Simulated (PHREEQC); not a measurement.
A made-up water analysis in mg/kgw, 25 °C, pH 3.29, pe 12.3:

```json
[
 {"constituent": "Na", "mg/kgw": "37.9"},
 {"constituent": "K", "mg/kgw": "154"},
 {"constituent": "Ca", "mg/kgw": "135"},
 {"constituent": "Mg", "mg/kgw": "89.5"},
 {"constituent": "Cl", "mg/kgw": "142"},
 {"constituent": "S(6) as SO4", "mg/kgw": "795"},
 {"constituent": "Zn", "mg/kgw": "0.092"},
 {"constituent": "P as PO4", "mg/kgw": "4.75"}
]
```

Valence states are taken as typed.

Model: ion-association model, wateq4f.dat, run in PHREEQC.

No solid was allowed to form.

Order these S species by the share of S that they hold, largest first: HSO4-, KSO4-, SO4-2, MgSO4, CaSO4.

SO4-2 (73 %), MgSO4 (13 %), CaSO4 (11 %), HSO4- (2.3 %), KSO4- (1.0 %)

The pH is 3.29 and the ionic strength 0.0274 mol/kgw. Species that the database lacks are ignored. H3PO4, which wateq4f.dat lacks, is added to it with the constant of phreeqc.dat. The database has no phosphate complexes of Zn.
